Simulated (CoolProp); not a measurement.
Vapour-liquid equilibrium of C3F8 (R218) (1) + c-C4F8 (RC318) (2) at 3.79 bar; x and y are mole fractions of (1).

Model: multi-fluid Helmholtz-energy mixture model, Lemmon 2006 and Platzer 1990; pair parameters Bell 2016, in CoolProp. This equation is an older, rougher fit; its heat capacities, sound speeds and derivatives of the liquid may be far off and weren't checked against measurements.

Question: Give the bubble temperature and the first vapour's composition at x = 0.2, 0.35, 0.95. Is there an azeotrope?

Answer: x = 0.2: 300.0 K, y = 0.306; x = 0.35: 294.7 K, y = 0.536; x = 0.95: 271.8 K, y = 0.988. No azeotrope shows between x = 0.05 and 0.95.

The pair parameters rest on a limited set of measurements; away from them the model extrapolates.
